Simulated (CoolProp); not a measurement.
The numbers come from the reference Helmholtz-energy equation of state, Gao 2016 in CoolProp.

Give the vapour pressure (bar), enthalpy of vaporisation (kJ/kg), vapour Z of saturated sulfur dioxide at 226.9, 249.5, 279.7 K.


```
T (K)  p (bar)  enthalpy of vaporisation (kJ/kg)  vapour Z
-----  -------  --------------------------------  --------
226.9    0.147                               420     0.993
249.5    0.530                               401     0.982
279.7     2.02                               374     0.956
```
